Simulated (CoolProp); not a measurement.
n-perfluorobutane along the isotherm 166.55 °C: fugacity coefficient from the reference equation and from simpler models built on Tc = 113.2 °C, pc = 23.22 bar, ω = 0.372; each cubic takes its own stable root.

Values from CoolProp's reference Helmholtz-energy equation of state, Gao 2022.

```
p (bar)  phase  reference
-------  -----  ---------
0.829      gas     0.9928
1.66       gas     0.9857
2.49       gas     0.9785
3.32       gas     0.9714
4.15       gas     0.9643
4.98       gas     0.9572
5.81       gas     0.9501
6.64       gas     0.9431
7.46       gas     0.9361
8.29       gas     0.9291
9.12       gas     0.9220
9.95       gas     0.9150
10.8       gas     0.9079
11.6       gas     0.9011
```

### Question
How far does each simpler model (van der Waals, Peng-Robinson) lie from the reference over these 14 states: mean and median of the absolute difference, and the worst?

### Answer
- van der Waals: mean 0.4 %, median 0.4 %, worst -0.8 % at 166.55 °C and 11.6 bar
- Peng-Robinson: mean 1.0 %, median 1.1 %, worst -1.9 % at 166.55 °C and 11.6 bar
